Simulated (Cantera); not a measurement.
Standard-state values (1 bar) from the NASA 1993 polynomials, evaluated with Cantera. Values are per mole of reaction as written; species without (g) are pure solids or liquids, kept so even where they would boil at 1 bar.

NH3(g) + 5 Cu2O = 10 Cu + NO2(g) + 3 OH(g)

```
T (K)  ΔH° (kJ)  ΔS° (J/K)  ΔG° (kJ)  log10 K
-----  --------  ---------  --------  -------
1025        ___        ___       ___      ___
1050     1041.2      457.8     560.6   -27.89
1075        ___        ___       ___      ___
1100     1039.6      456.3     537.7   -25.53
1125     1038.8      455.5     526.3   -24.44
1150     1038.0      454.8     515.0   -23.39
1175     1037.1      454.0     503.6   -22.39
1200     1036.2      453.3     492.2   -21.43
1225     1035.3      452.6     480.9   -20.51
1250     1034.4      451.8     469.6   -19.62
1275     1033.5      451.1     458.3   -18.78
```

Task: Some entries are withheld; supply them.

Result: 
- 1025, ΔH° (kJ): 1042.0
- 1025, ΔS° (J/K): 458.5
- 1025, ΔG° (kJ): 572.0
- 1025, log10 K: -29.15
- 1075, ΔH° (kJ): 1040.4
- 1075, ΔS° (J/K): 457.0
- 1075, ΔG° (kJ): 549.1
- 1075, log10 K: -26.68
